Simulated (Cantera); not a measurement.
Input: 1 mol Si, 0.74 mol H2, 1.2 mol HCl, at 650 K and 0.500 bar.

Equilibrium computed with Cantera from the NASA thermochemical tables; the gas is ideal and each condensed phase is pure. Candidate condensed phases: Si; 19 gas species. Kinetics and transport are ignored.

What is the equilibrium state?


```
Item           Result
----------  ---------
x(H2)           0.797
x(SiCl4)        0.137
x(SiHCl3)      0.0644
x(SiH2Cl2)    0.00176
x(HCl)       0.000138
x(SiH3Cl)     9.87e-6
x(SiCl3)      1.70e-6
n(Si(s))    0.673 mol
gas amount  1.613 mol
```
